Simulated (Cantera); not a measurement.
Thermodynamics of roasting and sulfation, feed FeS2 + SO3 + CO2

Feed: 1 mol FeS2, 1.2 mol SO3, 0.072 mol CO2, equilibrated at 0.0160 bar.

Method: chemical equilibrium by Gibbs-energy minimisation in Cantera with the NASA 1993 tables (ideal gas, pure condensed phases). Candidate condensed phases: C, Fe, Fe(CO)5, FeO, FeS, FeSO4, FeS2, Fe2O3, Fe2(SO4)3, Fe3O4, S; 25 gas species. Metal and sulfide melt together well below either melting point, which pure phases cannot show. Mutual solubility and eutectic melting of coexisting phases are not modelled. The tables' stoichiometric FeO is somewhat more stable than real wüstite, so its field is too wide. FeO, FeS: taken at fixed stoichiometry. Gases not in the tables: S3 to S7. Kinetics and transport are ignored.

From 700 K to 800 K the condensed part is FeS2(s) + Fe3O4(s). At 850 K the condensed part is FeS(s) + FeS2(s). From 900 K to 1150 K the condensed part is FeS(s). From 1200 K to 1250 K the condensed part is FeS(s) + Fe3O4(s). From 1300 K to 1350 K the condensed part is FeO(s) + FeS(s).

| T (K) | log p SO2 | log p S2 | log p CO2 | log p S2O | log p SO | n FeS2(s) | n Fe3O4(s) | n FeS(s) | n FeO(s) |
|---|---|---|---|---|---|---|---|---|---|
| 700 | -1.81 | -4.93 | -3.17 | -5.75 | -9.04 | 0.774 | 0.0754 | 0 | 0 |
| 750 | -1.82 | -4.29 | -3.18 | -5.29 | -8.28 | 0.771 | 0.0765 | 0 | 0 |
| 800 | -1.82 | -3.73 | -3.18 | -4.89 | -7.61 | 0.759 | 0.0803 | 0 | 0 |
| 850 | -1.85 | -2.92 | -3.25 | -4.31 | -6.96 | 0.0827 | 0 | 0.917 | 0 |
| 900 | -1.86 | -2.82 | -3.26 | -4.26 | -6.52 | 0 | 0 | 1.00 | 0 |
| 950 | -1.86 | -2.82 | -3.26 | -4.27 | -6.15 | 0 | 0 | 1.00 | 0 |
| 1000 | -1.86 | -2.82 | -3.26 | -4.28 | -5.82 | 0 | 0 | 1.00 | 0 |
| 1050 | -1.86 | -2.82 | -3.26 | -4.29 | -5.51 | 0 | 0 | 1.00 | 0 |
| 1100 | -1.86 | -2.82 | -3.26 | -4.30 | -5.24 | 0 | 0 | 1.00 | 0 |
| 1150 | -1.86 | -2.82 | -3.26 | -4.31 | -4.99 | 0 | 0 | 1.00 | 0 |
| 1200 | -1.87 | -2.76 | -3.27 | -4.27 | -4.74 | 0 | 0.0134 | 0.960 | 0 |
| 1250 | -1.87 | -2.70 | -3.28 | -4.23 | -4.52 | 0 | 0.0281 | 0.916 | 0 |
| 1300 | -1.89 | -2.60 | -3.29 | -4.18 | -4.31 | 0 | 0 | 0.811 | 0.189 |
| 1350 | -1.92 | -2.49 | -3.32 | -4.11 | -4.12 | 0 | 0 | 0.663 | 0.337 |
log p: log10 of the partial pressure in bar; n: condensed amount in mol.
